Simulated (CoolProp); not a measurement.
A closed Brayton cycle with nitrogen: compressor inlet 320.15 K and 1 MPa, high pressure 2.73 MPa, turbine inlet 965 K, compressor efficiency 0.85, turbine efficiency 0.93, recuperator effectiveness 0.8 (on enthalpy, no pinch check). Each further row changes one setting.

The numbers come from the reference Helmholtz-energy equation of state, Span 2000 in CoolProp.

```csv
case,thermal efficiency (%),net work (kJ/kg),compressor to turbine work,compressor exit (K),turbine exit (K)
as stated,34.8,106,0.55,445.4,757.7
turbine inlet 915 K,(withheld),93.8,(withheld),445.4,716.8
compressor inlet 330.15 K,33.8,102,(withheld),459.1,757.7
high pressure 2.32 MPa,33.9,95.8,(withheld),(withheld),(withheld)
recuperator effectiveness 0.5,26.1,106,0.55,445.4,757.7
```

**Question.** Complete the blanks.

**Answer.** 
- turbine inlet 915 K, thermal efficiency (%): 33.0
- turbine inlet 915 K, compressor to turbine work: 0.58
- compressor inlet 330.15 K, compressor to turbine work: 0.57
- high pressure 2.32 MPa, compressor to turbine work: 0.53
- high pressure 2.32 MPa, compressor exit (K): 422.6
- high pressure 2.32 MPa, turbine exit (K): 788.3
